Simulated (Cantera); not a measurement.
An isothermal, constant-pressure homogeneous reactor starts with H2 : O2 : N2 = 1.1 : 1 : 4.2 (molar parts), equivalence ratio 0.55, at 1200 K and 0.750 atm.

Model: the H2/O2 subset of GRI-Mech 3.0, which has no nitrogen chemistry, integrated in Cantera. The temperature is held fixed by assumption; the heat of reaction is taken as removed at once.

x: mole fraction; the columns are a selection and need not sum to one.

| t (s) | x H2 | x O2 | x H2O | x OH | x O | x H | x H2O2 |
|---|---|---|---|---|---|---|---|
| 7.00e-5 | 0.0644 | 0.109 | 0.0910 | 0.00516 | 0.00950 | 0.0403 | 6.69e-6 |
| 0.000337 | 0.000778 | 0.0784 | 0.190 | 0.000411 | 0.000145 | 5.51e-5 | 3.22e-6 |
| 0.00162 | 4.27e-5 | 0.0782 | 0.191 | 9.59e-5 | 6.92e-6 | 6.76e-7 | 4.54e-7 |
| 0.00778 | 1.29e-6 | 0.0783 | 0.191 | 3.14e-5 | 6.51e-7 | 1.31e-8 | 6.99e-8 |
| 0.0374 | … | 0.0783 | 0.191 | … | … | 7.16e-10 | … |
| 0.180 | 2.06e-8 | 0.0783 | 0.191 | 5.66e-6 | 2.14e-8 | 7.27e-11 | 2.84e-9 |
| 0.865 | 1.03e-8 | 0.0783 | 0.191 | 3.56e-6 | 8.51e-9 | 2.39e-11 | 1.17e-9 |
| 4.16 | 1.00e-8 | 0.0783 | 0.191 | 3.48e-6 | 8.09e-9 | 2.28e-11 | 1.12e-9 |
| 20.0 | 1.00e-8 | 0.0783 | 0.191 | 3.48e-6 | 8.09e-9 | 2.28e-11 | 1.12e-9 |

**Question.** Complete the blanks.

**Answer.** 
- 0.0374, x H2: 1.03e-7
- 0.0374, x OH: 1.25e-5
- 0.0374, x O: 1.03e-7
- 0.0374, x H2O2: 1.28e-8
